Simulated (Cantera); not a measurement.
A closed system holds: 1 mol CO, 4.6 mol H2, 17 mol N2, equilibrated at 100 Torr.

Equilibrium computed with Cantera from the NASA thermochemical tables; the gas is ideal and each condensed phase is pure. Candidate condensed phases: C, C6H6, C7H8, C8H18, H2O; 136 gas species. Equilibrium is a limit: real reactors are often held back by kinetics, nucleation or transport.

Which condensed phases are stable at each of these points (T (°C)): 475, 575, 675, 775, 875, 975, 1075, 1175, 1275, 1375, 1475, 1575?


| T (°C) | condensed phases | C condensed (%) |
|---|---|---|
| 475 | C(graphite) | 35.5 |
| 575 | C(graphite) | 13.7 |
| 675 | C(graphite) | 1.3 |
| 775 | gas only | 0.0 |
| 875 | gas only | 0.0 |
| 975 | gas only | 0.0 |
| 1075 | gas only | 0.0 |
| 1175 | gas only | 0.0 |
| 1275 | gas only | 0.0 |
| 1375 | gas only | 0.0 |
| 1475 | gas only | 0.0 |
| 1575 | gas only | 0.0 |

From 475 °C to 675 °C the condensed part is C(graphite). From 775 °C to 1575 °C nothing is condensed.
